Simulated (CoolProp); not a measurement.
Saturation properties of R124.

Computed with CoolProp (reference Helmholtz-energy equation of state, de Vries 1995).

```csv
T (K),p (bar),liquid cp (kJ/(kg K)),vapour viscosity (µPa s)
299,3.928,___,13.0
302.6,4.381,___,13.2
306.1,4.857,1.155,13.3
309.7,5.387,1.164,13.5
313.2,5.943,1.174,13.7
316.7,6.540,___,13.9
320.3,7.201,___,14.1
323.8,7.889,___,14.3
327.4,8.647,1.222,14.5
330.9,9.435,1.237,___
334.4,10.28,1.252,14.9
338,11.20,1.269,15.1
341.5,12.15,1.288,15.4
```

Question: What belongs in the gaps?

Answer: 
- 299, liquid cp (kJ/(kg K)): 1.137
- 302.6, liquid cp (kJ/(kg K)): 1.145
- 316.7, liquid cp (kJ/(kg K)): 1.185
- 320.3, liquid cp (kJ/(kg K)): 1.197
- 323.8, liquid cp (kJ/(kg K)): 1.209
- 330.9, vapour viscosity (µPa s): 14.7

It boils at 261.2 K under 1 atm.

Viscosity comes from a separate model (Bell 2016), an estimate that may be off by 10 % or more.
